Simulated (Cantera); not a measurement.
A closed system holds: 1 mol FeS2, 0.13 mol H2S, 1.3 mol O2, held at 0.220 bar.

Equilibrium computed with Cantera from the NASA thermochemical tables; the gas is ideal and each condensed phase is pure. Candidate condensed phases: Fe, FeO, Fe(OH)2, Fe(OH)3, FeS, FeSO4, FeS2, Fe2O3, Fe2(SO4)3, Fe3O4, H2O, H2SO4, S; 22 gas species. Mutual solubility and eutectic melting of coexisting phases are not modelled. FeS: taken at fixed stoichiometry. Gases not in the tables: S3 to S7. Equilibrium is a limit: real reactors are often held back by kinetics, nucleation or transport.

At 925 °C, list the 4 most abundant gas species with their mole fractions, and the condensed phases.

SO2 0.835, H2O 0.0939, S2 0.0633, S2O 0.00426. Condensed: FeS(s) + Fe3O4(s).
